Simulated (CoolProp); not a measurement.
Model: reference Helmholtz-energy equation of state, Thol 2017, in CoolProp.

### Question
For decamethyltetrasiloxane (MD2M), give the phase and the density (kg/m³), cv (kJ/(kg K)), isothermal compressibility (1/MPa), expansivity (1/kK) at 600 K and 10.4 bar; 600 K and 26 bar; 600 K and 52 bar.

### Answer
- 600 K and 10.4 bar: gas; density 117, cv 2.07, isothermal compressibility 2.77, expansivity 18.2
- 600 K and 26 bar: supercritical; density 492, cv 2.07, isothermal compressibility 0.0614, expansivity 4.10
- 600 K and 52 bar: supercritical; density 542, cv 2.05, isothermal compressibility 0.0246, expansivity 2.35
